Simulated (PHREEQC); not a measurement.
Consider water at 25 °C with 0.0044 mol/kgw KOH and 4.3e-05 mol/kgw H4SiO4. Closed to the air; pH follows from the charge balance.

All values are PHREEQC results (ion-association model, phreeqc.dat), not measurements.

This is a speciation only: nothing precipitates in the calculation.

Task: Predict the pH, specific conductance.

Result: pH 11.60; specific conductance 1130 µS/cm.

Task: In which forms is Si present?

Result: H3SiO4- 95 %, H2SiO4-2 3.2 %, H4SiO4 1.5 % of the Si.

Species that the database lacks are ignored.
